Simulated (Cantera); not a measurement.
## N2O furnace oxynitridation

An isothermal, constant-pressure homogeneous reactor starts with 91.6 % N2O, 8.42 % H2O, at 1548 K and 0.00622 atm.

Cantera simulation using GRI-Mech 3.0 (53 species, 325 reactions); the numbers are that mechanism's predictions, not measurements. GRI-Mech 3.0 was tuned for natural gas; its chemistry of N2O as a main component is partial and can be far from experiment. Radical loss at walls, strong at low pressure, is not modelled. The temperature is held fixed by assumption; the heat of reaction is taken as removed at once.

```tsv
t (s)	x N2O	x H2O	x H2	x H	x O	x OH	x H2O2
0.000700	0.915	0.0842	1.77e-8	7.79e-8	0.000117	5.51e-5	4.94e-9
0.00229	0.913	0.0840	6.26e-7	4.05e-7	0.000129	0.000230	1.14e-7
0.00749	0.907	0.0837	5.17e-6	8.46e-7	0.000131	0.000450	2.96e-7
0.0245	0.887	0.0831	8.83e-6	9.42e-7	0.000131	0.000501	2.25e-7
0.0801	0.826	0.0814	6.32e-6	9.48e-7	0.000128	0.000528	1.38e-7
0.262	0.663	0.0767	5.16e-6	1.01e-6	0.000122	0.000547	5.70e-8
0.857	0.351	0.0677	5.77e-6	1.32e-6	0.000112	0.000528	1.41e-8
2.80	0.0616	0.0593	8.51e-6	2.04e-6	9.75e-5	0.000475	2.08e-9
9.17	0.000448	0.0576	6.94e-6	1.39e-6	6.54e-5	0.000385	6.74e-10
30.0	2.77e-6	0.0576	5.19e-6	8.98e-7	4.89e-5	0.000333	6.24e-10
```
x: mole fraction; the columns are a selection and need not sum to one.

Equilibrium at this temperature and pressure: N2O 7.20e-9, H2O 0.0576, H2 4.60e-6, H 8.38e-7, O 5.41e-5, OH 0.000350, H2O2 6.96e-10 (gas phase only).
